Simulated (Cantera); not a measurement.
A closed system holds: 1 mol Si₂H₆, 0.27 mol N₂O, 0.92 mol H₂, at 1798 K and 1.65 Torr.

Cantera equilibrium calculation (NASA polynomials, part measured and part estimated; ideal gas, pure solids and liquids). The feed counts by its element totals alone. Gases not in the tables: Si₂H₆ and higher silanes. Kinetics and transport are ignored.

```
species          before    after
--------------  -------  -------
H₂                0.871    1.000
H               0.00701  1.03e-5
N₂               0.0602  3.86e-6
SiO              0.0602  3.86e-6
Si              0.00140  3.78e-9
SiH             7.04e-5  1.95e-9
Si₂N            1.16e-5    <1e-9
SiH₂            2.57e-5  3.13e-8
Si(l), mol         1.72        0
Si(s), mol            0     1.46
Si₂N₂O(s), mol        0    0.270
```
Gas species are given as mole fractions.

Q: Which change was made?
(A) pressure from 1.65 Torr to 285 Torr
(B) pressure from 1.65 Torr to 10.0 Torr
(C) temperature from 1798 K to 1250 K
(D) pressure from 1.65 Torr to 16.5 Torr

A: C, temperature from 1798 K to 1250 K. Mutual solubility and eutectic melting of coexisting phases are not modelled
